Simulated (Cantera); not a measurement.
**Boron, boron nitride and boron oxide: borazine + N₂**

A closed system holds: 1 mol borazine, a varied amount of N₂, held at 1275 K and 13.3 mbar.

Cantera equilibrium calculation (NASA polynomials, part measured and part estimated; ideal gas, pure solids and liquids). Candidate condensed phases: B, BN; 15 gas species. The feed counts by its element totals alone. Equilibrium is a limit: real reactors are often held back by kinetics, nucleation or transport.

From 0.49 mol N₂ to 19 mol N₂ the condensed part is BN(s).

| n(N₂) (mol) | x N₂ | x H₂ | x H | x NH₃ | n BN(s) |
|---|---|---|---|---|---|
| 0.49 | 0.140 | 0.860 | 5.92e-6 | 5.47e-7 | 3.00 |
| 0.67 | 0.183 | 0.817 | 5.77e-6 | 5.78e-7 | 3.00 |
| 0.91 | 0.233 | 0.767 | 5.59e-6 | 5.94e-7 | 3.00 |
| 1.2 | 0.286 | 0.714 | 5.40e-6 | 5.91e-7 | 3.00 |
| 1.7 | 0.362 | 0.638 | 5.10e-6 | 5.62e-7 | 3.00 |
| 2.3 | 0.434 | 0.566 | 4.80e-6 | 5.14e-7 | 3.00 |
| 3.1 | 0.508 | 0.492 | 4.48e-6 | 4.50e-7 | 3.00 |
| 4.1 | 0.577 | 0.423 | 4.15e-6 | 3.82e-7 | 3.00 |
| 5.6 | 0.651 | 0.349 | 3.77e-6 | 3.04e-7 | 3.00 |
| 7.6 | 0.717 | 0.283 | 3.40e-6 | 2.33e-7 | 3.00 |
| 10 | 0.769 | 0.231 | 3.07e-6 | 1.78e-7 | 3.00 |
| 14 | 0.824 | 0.176 | 2.68e-6 | 1.23e-7 | 3.00 |
| 19 | 0.864 | 0.136 | 2.36e-6 | 8.57e-8 | 3.00 |
x: gas mole fraction; n: condensed amount in mol.
